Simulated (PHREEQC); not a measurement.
Make-up at 25 °C: 8.3 mmol/kgw CdSO4 and 0.13 mmol/kgw NaCl. Closed to the air; pH follows from the charge balance.

Equilibrium calculation in PHREEQC: ion-association model, wateq4f.dat.

This is a speciation only: nothing precipitates in the calculation.

Q: Order these S species by the share of S that they hold, largest first: SO4-2, Cd(SO4)2-2, CdSO4.

A: SO4-2 (64 %), CdSO4 (32 %), Cd(SO4)2-2 (3.8 %)

The pH is 6.32 and the ionic strength 0.0220 mol/kgw. Complexes and solids missing from the database can't appear.
